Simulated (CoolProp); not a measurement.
A simple Rankine cycle with R142b: condensing at 319.15 K, boiler at 1.79 MPa, turbine inlet 367.8 K, turbine efficiency 0.75, pump efficiency 0.6, no recuperator. Each further row changes one setting.

Values from CoolProp's reference Helmholtz-energy equation of state, Lemmon 2006. It is a short technical equation, of lower accuracy than the large ones.

```
case                             thermal efficiency (%)  net work (kJ/kg)  heat in (kJ/kg)  turbine exit temperature (K)  volume ratio over the turbine
-------------------------------  ----------------------  ----------------  ---------------  ----------------------------  -----------------------------
as stated                                           7.7               ___              211                         327.3                           3.18
turbine inlet 387.8 K                               7.8               ___              237                           ___                           3.05
condensing temperature 311.15 K                     8.9              19.9              222                           ___                           3.96
boiler pressure 1.25 MPa                            5.5              12.4              ___                         344.0                           2.08
turbine efficiency 0.65                             ___              13.9              211                         329.7                           3.21
```

Fill in the missing entries.


- as stated, net work (kJ/kg): 16.3
- turbine inlet 387.8 K, net work (kJ/kg): 18.6
- turbine inlet 387.8 K, turbine exit temperature (K): 350.4
- condensing temperature 311.15 K, turbine exit temperature (K): 320.7
- boiler pressure 1.25 MPa, heat in (kJ/kg): 224
- turbine efficiency 0.65, thermal efficiency (%): 6.6
